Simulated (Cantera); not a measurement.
Cantera run:

```python
import numpy as np
import cantera as ct

gas_names = """
    H HO2 H2 H2O H2O2 Nb NbO NbO2 O OH O2 O3
""".split()
cond_names = """
    H2O(s) H2O(L) Nb(cr) Nb(L) NbO(s) NbO(L) NbO2(I) NbO2(II) NbO2(III) NbO2(L) Nb2O5(s) Nb2O5(L)
""".split()


def load(file, names, dense=False):
    # The tables refer to 1 bar. Condensed volumes are neglected.
    table = {s.name: s for s in ct.Species.list_from_file(file)}
    out = []
    for n in names:
        d = dict(table[n].input_data)
        d["thermo"] = dict(d["thermo"], **{"reference-pressure": 1e5})
        if dense:
            d["equation-of-state"] = {"model": "constant-volume", "density": "1e6 g/cm^3"}
        out.append(ct.Species.from_dict(d))
    return out


gas = ct.Solution(thermo="ideal-gas", species=load("nasa_gas.yaml", gas_names))
cond = {s.name: ct.Solution(thermo="fixed-stoichiometry", species=[s], name=s.name)
        for s in load("nasa_condensed.yaml", cond_names, dense=True)}
atoms = {
    'Nb2O5': {'Nb': 2, 'O': 5},
    'H2': {'H': 2},
}
top_T = {}  # K; cautious upper limits of use, not melting points


def equilibrate(T, P, feed):
    n = {}
    for name, mol in feed.items():
        for a, k in atoms[name].items():
            n[a] = n.get(a, 0.0) + k * mol
    gas.TPX = T, P, n
    mass = sum(n.values()) * gas.mean_molecular_weight
    gas.equilibrate("TP")
    valid = [c for c in cond.values() if c.min_temp <= T <= top_T.get(c.name, c.max_temp)]
    mix = ct.Mixture([(gas, mass / gas.mean_molecular_weight)] + [(c, 0.0) for c in valid])
    mix.T, mix.P = T, P
    mix.equilibrate("TP", solver="vcs", rtol=1e-11, max_steps=5000)
    return mix


results = []
feed = {'Nb2O5': 1, 'H2': 310}  # mol
T = 1523.15  # K
P = 73000  # Pa
mix = equilibrate(T, P, feed)
results.append((T, P, feed, dict(zip(mix.species_names, mix.species_moles))))
x = sorted(zip(gas.X, gas.species_names), reverse=True)
print(f"T = {T:g} K  P = {P:g} Pa  gas = {mix.phase_moles(0):.4g} mol")
print("   x: " + "  ".join(f"{s} {v:.3e}" for v, s in x if v > 0.001))
print("   condensed (mol): " + ("  ".join(f"{mix.phase(i).name} {mix.phase_moles(i):.4g}"
      for i in range(1, mix.n_phases) if mix.phase_moles(i) > 1e-12) or "none"))
```

It prints:

```
T = 1523.15 K  P = 73000 Pa  gas = 310 mol
   x: H2 9.967e-01  H2O 3.226e-03
   condensed (mol): NbO2(III) 2
```

Cantera equilibrium calculation (NASA polynomials, part measured and part estimated; ideal gas, pure solids and liquids). Condensed phases not in the tables: the oxides between NbO2 and Nb2O5.
